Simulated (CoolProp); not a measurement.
A single-stage vapour-compression cycle with ammonia: evaporating at 207.15 K (dew point), condensing at 232.15 K (bubble point), superheat 2 K, subcooling 0 K, compressor efficiency 0.9, no pressure losses. Each further row changes one setting.

Values from CoolProp's reference Helmholtz-energy equation of state, Gao 2020.

```tsv
case	cooling COP	pressure ratio	discharge temperature (K)	refrigerating effect (kJ/kg)	volumetric capacity (kJ/m³)
as stated	6.43	4.67	312.3	1350	194
evaporating temperature 212.15 K	8.50	3.32	293.0	1360	269
condensing temperature 227.15 K	8.26	3.54	291.4	1380	197
subcooling 5 K	6.54	4.67	312.3	1380	197
superheat 12 K	6.23	4.67	326.6	1370	188
compressor efficiency 0.8	5.72	4.67	324.5	1350	194
```
